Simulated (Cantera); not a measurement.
Mixture: C2H4 : O2 : N2 : H2O = 1 : 3.49 : 13.1 : 0.73 (molar parts), equivalence ratio 0.86, at 3.40 bar, adiabatic and at constant volume. Ignition delay is the time to a rise of 400 K.

Model: GRI-Mech 3.0 (53 species, 325 reactions), integrated in Cantera. GRI-Mech 3.0 was tuned for natural gas; its chemistry of ethylene as a main component is partial and can be far from experiment.

**Question.** Predict: delay at 1175 K; delay at 1375 K; delay at 1575 K; delay at 1775 K; apparent activation energy between 1675 and 1875 K.

**Answer.** 
```
Property                                                Value
--------------------------------------------------  ---------
delay at 1175 K                                       1.07 ms
delay at 1375 K                                       25.7 µs
delay at 1575 K                                       7.57 µs
delay at 1775 K                                       3.78 µs
apparent activation energy between 1675 and 1875 K  77 kJ/mol
```
